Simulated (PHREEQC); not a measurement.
A PHREEQC speciation (ion-association model, wateq4f.dat) at 76 °C gives pH 1.98 and these molalities:

```
species  mol/kgw
-------  -------
HF         0.226
H2F2      0.0181
H+        0.0118
F-       0.00595
HF2-     0.00584
```

**Question.** What are the element totals, and what could have been dissolved in 1 kg of water to give them?

**Answer.** One answer among several that fit: totals F 0.280 mol/kgw, from 0.28 mol HF per kg of water.

No solid was allowed to form. wateq4f.dat counts part of the HF as a dimer, H2F2, which phreeqc.dat doesn't know; its constant is uncertain. Away from 25 °C the constants follow the database's enthalpies or fits; those with neither stay at their 25 °C values.
